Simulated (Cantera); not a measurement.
A Cantera script and what it prints.

```python
import numpy as np
import cantera as ct

gas_names = [...]  # 136 gases of nasa_gas.yaml made of C, H, N, O
cond_names = """
    C(gr) C6H6(L) C7H8(L) C8H18(L),n-octa H2O(s) H2O(L)
""".split()


# ... load() reads the species with a 1 bar reference pressure and builds the phases ...
atoms = {
    'acetone': {'C': 3, 'H': 6, 'O': 1},
    'NH3': {'N': 1, 'H': 3},
}
top_T = {'C(gr)': 4500}  # K; cautious upper limits of use, not melting points


# ... equilibrate(T, P, feed) seeds the gas with the atoms and calls Mixture.equilibrate('TP', solver="vcs", rtol=1e-11, max_steps=5000) ...
results = []
feed = {'acetone': 1, 'NH3': 0.47}  # mol
T = 2600  # K
P = 13332.2  # Pa
mix = equilibrate(T, P, feed)
results.append((T, P, feed, dict(zip(mix.species_names, mix.species_moles))))
print(gas.report(threshold=1e-05))
for i in range(1, mix.n_phases):
    print(f"{mix.phase(i).name:16s} {mix.phase_moles(i):12.5e} mol")
```

It prints:

```
       temperature   2600 K
          pressure   13332 Pa
           density   0.0053088 kg/m^3
  mean mol. weight   8.608 kg/kmol
   phase of matter   gas

                          1 kg             1 kmol
                     ---------------   ---------------
          enthalpy        8.9078e+06        7.6678e+07  J
   internal energy        6.3965e+06        5.5061e+07  J
           entropy             27808        2.3937e+05  J/K
    Gibbs function       -6.3392e+07       -5.4568e+08  J
 heat capacity c_p            4165.8             35859  J/K
 heat capacity c_v            3199.9             27544  J/K

                      mass frac. Y      mole frac. X     chem. pot. / RT
                     ---------------   ---------------   ---------------
               CH3        2.9399e-05        1.6832e-05            -37.53
                CN          0.000367        0.00012142           -19.933
                CO           0.63056           0.19378           -37.397
               C2H        0.00035352        0.00012158           -18.101
    C2H2,acetylene          0.032207          0.010647           -29.493
   C2H2,vinylidene        3.4735e-05        1.1483e-05           -29.493
                C3        6.9533e-05        1.6611e-05           -10.064
              C4H2        0.00041608        7.1547e-05           -36.203
                 H         0.0099745          0.085179           -11.392
               HCN          0.044353          0.014127           -31.325
               HNC         0.0058006         0.0018475           -31.325
                H2           0.15376           0.65654           -22.784
                N2           0.12199          0.037485           -33.156
     [ +123 minor]        8.1978e-05        2.8898e-05

C(gr)             1.80365e+00 mol
```

Method: chemical equilibrium by Gibbs-energy minimisation in Cantera with the NASA 1993 tables (ideal gas, pure condensed phases). The feed counts by its element totals alone.
